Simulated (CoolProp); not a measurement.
Properties of dimethyl ether along the isobar 77.1 bar (Tc = 400.4 K, pc = 53.37 bar, ω = 0.196).

The numbers come from the reference Helmholtz-energy equation of state, Wu 2011 in CoolProp.

```tsv
T (K)	phase	density (kg/m³)	cp (kJ/(kg K))	cv (kJ/(kg K))	fugacity coefficient
207.2	liquid	795.1	2.142	1.470	0.001848
211.3	liquid	790.1	___	1.470	0.002399
215.5	liquid	785.0	2.151	1.470	0.003095
219.7	liquid	779.8	2.157	___	0.003946
223.8	liquid	774.7	2.163	1.472	0.004950
228	liquid	769.4	2.170	1.473	0.006180
232.2	liquid	764.2	2.178	1.475	0.007641
236.3	liquid	759.0	2.186	___	0.009316
240.5	liquid	___	2.194	___	0.01132
244.7	liquid	748.2	2.203	1.482	0.01364
248.8	liquid	742.9	2.212	1.485	0.01623
253	liquid	737.5	2.222	1.489	0.01927
257.1	liquid	732.1	2.233	1.492	0.02263
261.3	liquid	___	2.244	1.496	0.02650
265.5	liquid	720.9	2.255	___	0.03084
269.6	liquid	715.3	2.267	1.505	0.03556
```

Fill in the missing entries.


- 211.3, cp (kJ/(kg K)): 2.146
- 219.7, cv (kJ/(kg K)): 1.471
- 236.3, cv (kJ/(kg K)): 1.477
- 240.5, density (kg/m³): 753.6
- 240.5, cv (kJ/(kg K)): 1.480
- 261.3, density (kg/m³): 726.5
- 265.5, cv (kJ/(kg K)): 1.500
